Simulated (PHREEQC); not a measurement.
Reverse-osmosis reject: speciation

Model water analysis in mg/kgw, 25 °C, pH 6.41:

```csv
constituent,mg/kgw
Na,2670
K,764
Ca,439
Mg,451
Cl,12500
S(6) as SO4,883
Alkalinity as HCO3,0.922
Si as SiO2,3.54
```

Valence states are taken as typed.

Model: Pitzer model, pitzer.dat, run in PHREEQC.

This is a speciation only: nothing precipitates in the calculation.

Q: Predict the activity of water, osmotic coefficient.

A: activity of water 0.991; osmotic coefficient 0.902.

Q: In which forms is C present?

A: HCO3- 63 %, CO2 37 % of the C.

Species that the database lacks are ignored.
